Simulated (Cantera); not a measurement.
Gas mixture: CO₂ : NO = 0.67 : 0.33 (molar parts), at 190000 Pa, frozen composition.

Cantera's kinetic-theory transport with the Lennard-Jones parameters of GRI-Mech 3.0, ideal gas; thermal conductivity in the multicomponent form. The composition is frozen, though it would react at the higher temperatures.

D: mixture-averaged diffusion coefficient of that species in the mixture.

```json
[
 {"T (K)": "400", "ρ (kg/m³)": "2.25", "cp (J/kg/K)": "953.2", "μ (µPa s)": "20.7", "λ (mW/m/K)": "27.5", "Pr": "0.718", "D (cm²/s) NO": "0.139", "D (cm²/s) O": "[?]", "D (cm²/s) H₂O": "0.167"},
 {"T (K)": "600", "ρ (kg/m³)": "1.50", "cp (J/kg/K)": "1067", "μ (µPa s)": "28.7", "λ (mW/m/K)": "42.3", "Pr": "0.724", "D (cm²/s) NO": "0.284", "D (cm²/s) O": "[?]", "D (cm²/s) H₂O": "0.366"},
 {"T (K)": "800", "ρ (kg/m³)": "1.13", "cp (J/kg/K)": "1149", "μ (µPa s)": "35.5", "λ (mW/m/K)": "56.3", "Pr": "0.726", "D (cm²/s) NO": "0.466", "D (cm²/s) O": "[?]", "D (cm²/s) H₂O": "0.625"},
 {"T (K)": "1000", "ρ (kg/m³)": "0.900", "cp (J/kg/K)": "1209", "μ (µPa s)": "41.6", "λ (mW/m/K)": "69.3", "Pr": "0.727", "D (cm²/s) NO": "0.680", "D (cm²/s) O": "[?]", "D (cm²/s) H₂O": "0.935"},
 {"T (K)": "1200", "ρ (kg/m³)": "0.750", "cp (J/kg/K)": "1249", "μ (µPa s)": "47.2", "λ (mW/m/K)": "81.2", "Pr": "0.727", "D (cm²/s) NO": "0.924", "D (cm²/s) O": "[?]", "D (cm²/s) H₂O": "1.29"},
 {"T (K)": "1400", "ρ (kg/m³)": "0.643", "cp (J/kg/K)": "1280", "μ (µPa s)": "52.4", "λ (mW/m/K)": "92.3", "Pr": "0.727", "D (cm²/s) NO": "1.20", "D (cm²/s) O": "[?]", "D (cm²/s) H₂O": "1.69"},
 {"T (K)": "1600", "ρ (kg/m³)": "0.563", "cp (J/kg/K)": "1303", "μ (µPa s)": "57.3", "λ (mW/m/K)": "103", "Pr": "0.726", "D (cm²/s) NO": "1.49", "D (cm²/s) O": "[?]", "D (cm²/s) H₂O": "2.13"},
 {"T (K)": "1800", "ρ (kg/m³)": "0.500", "cp (J/kg/K)": "1321", "μ (µPa s)": "61.9", "λ (mW/m/K)": "113", "Pr": "0.726", "D (cm²/s) NO": "1.82", "D (cm²/s) O": "[?]", "D (cm²/s) H₂O": "2.60"},
 {"T (K)": "2000", "ρ (kg/m³)": "0.450", "cp (J/kg/K)": "1334", "μ (µPa s)": "66.4", "λ (mW/m/K)": "122", "Pr": "0.725", "D (cm²/s) NO": "2.16", "D (cm²/s) O": "[?]", "D (cm²/s) H₂O": "3.12"}
]
```

Complete the blanks.


- 400, D (cm²/s) O: 0.242
- 600, D (cm²/s) O: 0.489
- 800, D (cm²/s) O: 0.797
- 1000, D (cm²/s) O: 1.16
- 1200, D (cm²/s) O: 1.57
- 1400, D (cm²/s) O: 2.04
- 1600, D (cm²/s) O: 2.54
- 1800, D (cm²/s) O: 3.09
- 2000, D (cm²/s) O: 3.68
